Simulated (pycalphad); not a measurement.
An equivalent pycalphad script:

```python
from pycalphad import Database, equilibrium, calculate, variables as v
import numpy as np
db = Database('COST507.tdb')
comps = ['AL', 'SI', 'C', 'VA']
phases = ['AL4C3', 'AL4SIC4', 'AL8SIC7', 'CSI', 'DIAMOND_A4', 'FCC_A1', 'GRAPHITE', 'LIQUID']
eq = equilibrium(db, comps, phases, {v.X('SI'): 0.0036, v.X('C'): 0.009, v.T: np.arange(1850, 499, -50), v.P: 101325, v.N: 1}, output=['HM', 'SM'])
```

CALPHAD calculation (pycalphad, COST 507 light-alloy database (1999)), 1 atm. These are 1990s assessments: newer ones move some temperatures and phases. Phase fractions are per mole of atoms. Diffusion is slow at the low end, where real alloys seldom reach equilibrium.

Results at three of the temperatures:

```
T = 1750.00 K, P = 101325 Pa, N = 1 mol of atoms
G = -105155 J/mol, H = 54298 J/mol, S = 91.12 J/(mol K)  (SER reference)
chemical potentials (J/mol): Al -105260, Si -167914, C -68445
phase             fraction      x(Al)      x(Si)       x(C)
LIQUID              0.9839     0.9942     0.0037     0.0021
AL4C3               0.0161     0.5713   0.000168     0.4286
```

```
T = 1500.00 K, P = 101325 Pa, N = 1 mol of atoms
G = -83020 J/mol, H = 45894 J/mol, S = 85.94 J/(mol K)  (SER reference)
chemical potentials (J/mol): Al -82971, Si -133674, C -68192
phase             fraction      x(Al)      x(Si)       x(C)
LIQUID              0.9793     0.9962     0.0037   0.000121
AL4C3               0.0207     0.5713   0.000146     0.4286
```

```
T = 500.00 K, P = 101325 Pa, N = 1 mol of atoms
G = -16083 J/mol, H = 4474 J/mol, S = 41.11 J/(mol K)  (SER reference)
chemical potentials (J/mol): Al -15579, Si -10615, C -73517
phase             fraction      x(Al)      x(Si)       x(C)
FCC_A1              0.9772     0.9999   0.000131      1e-14
AL8SIC7             0.0206     0.5000     0.0625     0.4375
DIAMOND_A4          0.0022   1.22e-11     1.0000      1e-14
```

Changes of the phase set, refined by bisection:

| T (K) | phases above | phases below |
|---|---|---|
| 931.2 | AL4C3 + liquid | AL4C3 + fcc + liquid |
| 927.8 | AL4C3 + fcc + liquid | AL8SIC7 + fcc + liquid |
| 919.4 | AL8SIC7 + fcc + liquid | AL8SIC7 + fcc |
| 667.7 | AL8SIC7 + fcc | AL8SIC7 + diamond (Si) + fcc |

Database names, with the compositions (at.%) that they take in these runs: AL4C3: Al 57 C 43; AL8SIC7: Al 50 C 44 Si 6. FCC_A1 is fcc; DIAMOND_A4 is diamond (Si).
